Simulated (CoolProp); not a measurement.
Saturation properties of o-xylene.

The numbers come from the reference Helmholtz-energy equation of state, Zhou 2012 in CoolProp.

| T (K) | p (MPa) | liquid density (kg/m³) | vapour Z | surface tension (mN/m) |
|---|---|---|---|---|
| 312.4 | 0.001981 | 863.9 | 0.9972 | 28.0 |
| 326.7 | 0.004047 | 851.7 | [?] | 26.4 |
| 341 | 0.007702 | 839.4 | 0.9921 | 24.9 |
| 355.4 | 0.01384 | 826.7 | 0.9879 | 23.4 |
| 369.7 | 0.02349 | 814.0 | 0.9824 | 21.9 |
| 384 | 0.03805 | 801.1 | 0.9754 | 20.4 |
| 398.3 | 0.05918 | 787.8 | 0.9667 | [?] |
| 412.7 | 0.08903 | 774.1 | 0.9562 | 17.6 |
| 427 | 0.1294 | 760.2 | 0.9439 | [?] |
| 441.3 | [?] | [?] | 0.9295 | 14.8 |
| 455.6 | [?] | 730.9 | 0.9130 | 13.4 |
| 470 | 0.3403 | 715.3 | 0.8940 | 12.1 |
| 484.3 | 0.4498 | 699.0 | 0.8725 | 10.8 |
| 498.6 | 0.5840 | 682.0 | [?] | 9.48 |

### Question
Some entries are withheld; supply them.

### Answer

- 326.7, vapour Z: 0.9951
- 398.3, surface tension (mN/m): 19.0
- 427, surface tension (mN/m): 16.2
- 441.3, p (MPa): 0.1828
- 441.3, liquid density (kg/m³): 745.8
- 455.6, p (MPa): 0.2520
- 498.6, vapour Z: 0.8482

It boils at 417.5 K under 1 atm.

Surface tension comes from a separate correlation (Mulero 2014).
